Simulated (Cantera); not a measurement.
Feed: 1 mol HCl, a varied amount of O2, at 2373 K and 21.0 mbar.

Cantera equilibrium calculation (NASA polynomials, part measured and part estimated; ideal gas, pure solids and liquids). Candidate condensed phases: H2O; 14 gas species. Kinetics and transport are ignored.

**Question.** At 0.19 mol O2, list the 6 most abundant gas species with their mole fractions, and the condensed phases.

**Answer.** HCl 0.453, Cl 0.302, H2O 0.126, O2 0.0639, OH 0.0208, O 0.0131. Condensed: gas only.
